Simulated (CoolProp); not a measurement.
A simple Rankine cycle with R114: condensing at 297.15 K, boiler at 1.73 MPa, turbine inlet 398.3 K, turbine efficiency 0.65, pump efficiency 0.8, no recuperator. Each further row changes one setting.

Values from CoolProp's reference Helmholtz-energy equation of state, Platzer 1990. This equation is an older, rougher fit; its heat capacities, sound speeds and derivatives of the liquid may be far off and weren't checked against measurements.

| case | thermal efficiency (%) | net work (kJ/kg) | heat in (kJ/kg) | turbine exit temperature (K) | volume ratio over the turbine |
|---|---|---|---|---|---|
| as stated | 10.7 | 20.0 | 188 | 350.3 | 9.61 |
| turbine inlet 418.3 K | 10.6 | 21.9 | 206 | 372.4 | 9.11 |
| condensing temperature 289.15 K | 11.6 | 22.7 | 195 | 346.0 | 12.5 |
| boiler pressure 1.21 MPa | 9.3 | 18.0 | 195 | 362.3 | 6.16 |
| turbine efficiency 0.55 | 8.9 | 16.7 | 188 | 354.6 | 9.74 |
